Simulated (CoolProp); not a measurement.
Sulfur hexafluoride along the isotherm 31.55 °C: Z from the reference equation and from simpler models built on Tc = 45.6 °C, pc = 3755 kPa, ω = 0.210; each cubic takes its own stable root.

Computed with CoolProp (reference Helmholtz-energy equation of state, Guder 2009).

```
p (kPa)   phase  reference  van der Waals  Redlich-Kwong  Soave-Redlich-Kwong  Peng-Robinson
-------  ------  ---------  -------------  -------------  -------------------  -------------
3750     liquid     0.1639         0.2498         0.1944               0.1886         0.1682
7510     liquid     0.3026         0.4254         0.3332               0.3287         0.2937
11300    liquid     0.4358         0.5985         0.4654               0.4610         0.4122
15000    liquid     0.5613         0.7616         0.5884               0.5841         0.5227
18800    liquid     0.6866         0.9247         0.7104               0.7061         0.6323
22500    liquid     0.8059          1.080         0.8259               0.8216         0.7362
26300    liquid     0.9260          1.237         0.9418               0.9376         0.8406
30000    liquid      1.041          1.388          1.053                1.048         0.9404
33800    liquid      1.158          1.540          1.165                1.160          1.041
37500    liquid      1.269          1.688          1.272                1.268          1.138
```
